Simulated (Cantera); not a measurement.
Feed: 1 mol Cu, 2.6 mol F2, 23 mol H2, at 0.133 bar.

These are equilibrium values from Cantera (NASA tables, ideal gas, pure condensed phases), not measurements of a reactor. Candidate condensed phases: Cu, CuF2; 15 gas species. Kinetics and transport are ignored.

x: gas mole fraction; n: condensed amount in mol.

```tsv
T (°C)	x H2	x HF	x H	x Cu	n Cu(s)	n Cu(l)
277	0.797	0.203	<1e-12	<1e-12	1.00	0
352	0.797	0.203	<1e-12	<1e-12	1.00	0
427	0.797	0.203	<1e-12	<1e-12	1.00	0
502	0.797	0.203	2.42e-12	<1e-12	1.00	0
577	0.797	0.203	5.01e-11	<1e-12	1.00	0
652	0.797	0.203	6.37e-10	…	1.00	0
727	0.797	0.203	5.55e-9	…	1.00	0
802	0.797	0.203	3.59e-8	…	1.00	0
877	0.797	0.203	1.82e-7	…	1.000	0
952	0.797	0.203	7.62e-7	…	1.000	0
1027	0.797	0.203	2.70e-6	…	1.000	0
1102	0.797	0.203	8.38e-6	…	0	1.000
```

**Question.** Some entries are withheld; supply them.

**Answer.** 
- 652, x Cu: 4.52e-12
- 727, x Cu: 1.17e-10
- 802, x Cu: 1.92e-9
- 877, x Cu: 2.17e-8
- 952, x Cu: 1.81e-7
- 1027, x Cu: 1.18e-6
- 1102, x Cu: 6.17e-6
